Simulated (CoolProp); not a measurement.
The numbers come from the reference Helmholtz-energy equation of state, Aleksandrov 2011 in CoolProp. It is a short technical equation, of lower accuracy than the large ones.

Task: For n-undecane, give the phase and the density (kg/m³), cp (kJ/(kg K)), isothermal compressibility (1/MPa), fugacity coefficient at 588.1 K and 5450 kPa.

Result: 
- 588.1 K and 5450 kPa: liquid; density 501, cp 3.32, isothermal compressibility 0.0127, fugacity coefficient 0.179
